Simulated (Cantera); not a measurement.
## Diamond growth

A diamond (100) surface in a fixed gas of H2 with x(CH4) = 0.0028, x(H) = 0.0006, at 1375 K, 75.0 Torr; coverages are run to steady state.

Detailed kinetics in Cantera: the Harris–Goodwin 1993 mechanism for the reconstructed diamond (100) surface.

| x(CH3) | growth (µm/h) | θ c6HH | θ c6H* | θ c6*H | θ c6** | θ c6HM |
|---|---|---|---|---|---|---|
| 1e-06 | 0.00544 | 0.451 | 0.0501 | 0.475 | 0.0231 | 7.69e-7 |
| 2.7e-06 | 0.0147 | 0.451 | 0.0501 | 0.475 | 0.0231 | 2.08e-6 |
| 7.2e-06 | 0.0392 | 0.451 | 0.0501 | 0.475 | 0.0231 | 5.54e-6 |
| 1.9e-05 | 0.103 | 0.451 | 0.0501 | 0.475 | 0.0231 | 1.46e-5 |
| 5.2e-05 | 0.282 | 0.451 | 0.0500 | 0.475 | 0.0230 | 4.00e-5 |
| 0.00014 | 0.751 | 0.451 | 0.0500 | 0.475 | 0.0228 | 0.000107 |
| 0.00038 | 1.99 | 0.451 | 0.0499 | 0.474 | 0.0222 | 0.000290 |
| 0.001 | 4.93 | 0.449 | 0.0497 | 0.472 | 0.0209 | 0.000752 |
| 0.0027 | 11.5 | 0.446 | 0.0492 | 0.467 | 0.0179 | 0.00197 |
θ: site fractions in the mechanism's names (c6HH fully hydrogenated, c6H* and c6*H radical sites, c6** diradical, c6HM methylated).
